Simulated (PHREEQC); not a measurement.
1 kg of water holding 0.12 mol/kgw NaCl, 0.55 mol/kgw NaBr, 0.012 mol/kgw KCl, 0.26 mol/kgw MgBr2 and 0.00014 mol/kgw CaSO4 is evaporated at 25 °C; the solids stay in contact with the brine. No CO2 enters from the air. Solids allowed: Arcanite, Bischofite, Bloedite, Brucite, Carnallite, Epsomite, Glaserite, Glauberite, Gypsum, Anhydrite, Halite, Hexahydrite, Kainite, Kieserite, Leonite, Mirabilite, Misenite, Polyhalite, Portlandite, Schoenite, Sylvite, Syngenite, Thenardite, MgCl2_4H2O. Others were left out.

All values are PHREEQC results (Pitzer model, pitzer.dat), not measurements.

| water left (kg) | ionic strength | water activity | K in solution (mol/kgw) | Cl in solution (mol/kgw) | Mg in solution (mol/kgw) |
|---|---|---|---|---|---|
| 1 | 1.46 | 0.962 | 0.0120 | 0.132 | 0.260 |
| 0.8219 | 1.78 | ___ | 0.0146 | 0.161 | 0.316 |
| 0.6755 | 2.17 | ___ | 0.0178 | 0.195 | 0.385 |
| 0.5552 | 2.63 | 0.925 | 0.0216 | 0.238 | 0.468 |
| 0.4563 | 3.21 | 0.904 | 0.0263 | 0.289 | 0.570 |
| 0.375 | 3.90 | ___ | 0.0320 | 0.352 | 0.693 |
| 0.3082 | 4.74 | 0.841 | 0.0389 | 0.428 | 0.844 |

Q: Some entries are withheld; supply them.

A: 
- 0.8219, water activity: 0.953
- 0.6755, water activity: 0.941
- 0.375, water activity: 0.877

Complexes and solids missing from the database can't appear.
